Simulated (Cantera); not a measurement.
Input (Python, Cantera):

```python
import numpy as np
import cantera as ct

gas = ct.Solution("gri30.yaml", transport_model="multicomponent")
show = ['NH3', 'CH3', 'NO']

rows = []
print(f"{'T/K':>7s}{'rho':>11s}{'cp':>10s}{'mu':>11s}{'lambda':>11s}{'Pr':>7s}" + "".join(f"{'D_' + s:>11s}" for s in show))
for T in [400, 650, 900, 1150, 1400, 1650, 1900, 2150, 2400]:
    gas.TPX = T, 550, {'H2O': 0.76, 'H2': 0.12}
    Pr = gas.cp_mass * gas.viscosity / gas.thermal_conductivity
    D = [gas.mix_diff_coeffs_mole[gas.species_index(s)] for s in show]
    rows.append([gas.density, gas.cp_mass, gas.viscosity, gas.thermal_conductivity, Pr, *D])
    print(f"{T:7g}{gas.density:11.4e}{gas.cp_mass:10.1f}{gas.viscosity:11.4e}"
          f"{gas.thermal_conductivity:11.4e}{Pr:7.3f}" + "".join(f"{d:11.4e}" for d in D))
print("SI units: kg/m3, J/kg/K, Pa s, W/m/K, m2/s")
```

It prints:

```
    T/K        rho        cp         mu     lambda     Pr      D_NH3      D_CH3       D_NO
    400 2.6184e-03    2121.3 1.4067e-05 5.2863e-02  0.564 7.1871e-03 8.2939e-03 7.9512e-03
    650 1.6113e-03    2265.3 2.3346e-05 8.9010e-02  0.594 1.9245e-02 2.0462e-02 1.9450e-02
    900 1.1637e-03    2439.2 3.2429e-05 1.2849e-01  0.616 3.6426e-02 3.6560e-02 3.4596e-02
   1150 9.1076e-04    2624.5 4.1109e-05 1.7075e-01  0.632 5.8076e-02 5.6022e-02 5.2876e-02
   1400 7.4812e-04    2795.2 4.9340e-05 2.1450e-01  0.643 8.3719e-02 7.8499e-02 7.3973e-02
   1650 6.3477e-04    2944.6 5.7128e-05 2.5844e-01  0.651 1.1299e-01 1.0376e-01 9.7675e-02
   1900 5.5125e-04    3072.6 6.4495e-05 3.0180e-01  0.657 1.4560e-01 1.3163e-01 1.2383e-01
   2150 4.8715e-04    3179.8 7.1467e-05 3.4394e-01  0.661 1.8131e-01 1.6199e-01 1.5232e-01
   2400 4.3640e-04    3267.8 7.8071e-05 3.8443e-01  0.664 2.1994e-01 1.9476e-01 1.8306e-01
SI units: kg/m3, J/kg/K, Pa s, W/m/K, m2/s
```

Model: GRI-Mech 3.0 (53 species, 325 reactions), integrated in Cantera. Polar gases are described roughly by these parameters.
